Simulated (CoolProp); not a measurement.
A closed Brayton cycle with carbon dioxide: compressor inlet 330.15 K and 9.9 MPa, high pressure 21.9 MPa, turbine inlet 815 K, compressor efficiency 0.85, turbine efficiency 0.9, recuperator effectiveness 0.95 (on enthalpy, no pinch check). Each further row changes one setting.

Values from CoolProp's reference Helmholtz-energy equation of state, Span 1996.

| case | thermal efficiency (%) | net work (kJ/kg) | compressor to turbine work | compressor exit (K) | turbine exit (K) |
|---|---|---|---|---|---|
| as stated | 34.1 | 68.1 | 0.35 | 390.3 | 719.6 |
| turbine inlet 765 K | 32.1 | 60.8 | 0.37 | 390.3 | 673.0 |
| compressor inlet 340.15 K | 33.1 | 62.2 | 0.41 | 407.6 | 719.6 |
| high pressure 18.6 MPa | 32.7 | 56.4 | 0.33 | 377.7 | 738.8 |
| recuperator effectiveness 0.5 | 18.2 | 68.1 | 0.35 | 390.3 | 719.6 |
